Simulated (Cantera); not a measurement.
## Thermodynamics of fluorocarbon and chlorocarbon gases, feed CH2F2 + F2 + H2

Feed: 1 mol CH2F2, 0.35 mol F2, 4.9 mol H2, held at 22.5 Torr.

These are equilibrium values from Cantera (NASA tables, ideal gas, pure condensed phases), not measurements of a reactor. Candidate condensed phases: C, C6H6, C7H8, C8H18; 95 gas species. The numbers say what is thermodynamically allowed, not how fast it happens.

From 1098 K to 2598 K the condensed part is C(graphite). The main C-bearing gas is CH4 at 1098 K and C2H2 (acetylene) at 2598 K.

```
T (K)   x H2   x HF       x H  x C2H2 (acetylene)     x CH4       x F  n C(graphite)
-----  -----  -----  --------  ------------------  --------  --------  -------------
1098   0.627  0.373   1.13e-7             7.98e-9  0.000431    <1e-12          0.997
1248   0.627  0.372   2.14e-6             1.53e-7  0.000132  3.92e-12          0.999
1398   0.627  0.372   2.16e-5             1.54e-6   5.16e-5  1.60e-10          1.000
1548   0.627  0.372  0.000141             9.85e-6   2.42e-5   3.21e-9          1.000
1698   0.627  0.372  0.000661             4.52e-5   1.30e-5   3.81e-8          0.999
1848   0.625  0.372   0.00242            0.000161   7.73e-6   3.04e-7          0.998
1998   0.621  0.371   0.00730            0.000471   4.94e-6   1.78e-6          0.993
2148   0.611  0.369    0.0188             0.00117   3.30e-6   8.17e-6          0.983
2298   0.590  0.364    0.0425             0.00253   2.25e-6   3.09e-5          0.962
2448   0.553  0.356    0.0855             0.00478   1.50e-6  0.000100          0.926
2598   0.494  0.343     0.154             0.00794   9.43e-7  0.000287          0.868
```
x: gas mole fraction; n: condensed amount in mol.
